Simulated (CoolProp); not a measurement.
Computed with CoolProp (reference Helmholtz-energy equation of state, Lemmon 2005). It is a short technical equation, of lower accuracy than the large ones.

For trans-2-butene, give the phase and the Z, cp (kJ/(kg K)), cv (kJ/(kg K)), isothermal compressibility (1/MPa) at 110.55 °C and 0.982 MPa; 185.75 °C and 0.982 MPa; 210.85 °C and 0.982 MPa.


- 110.55 °C and 0.982 MPa: gas; Z 0.863, cp 2.09, cv 1.80, isothermal compressibility 1.20
- 185.75 °C and 0.982 MPa: gas; Z 0.929, cp 2.23, cv 2.03, isothermal compressibility 1.10
- 210.85 °C and 0.982 MPa: gas; Z 0.941, cp 2.30, cv 2.10, isothermal compressibility 1.08
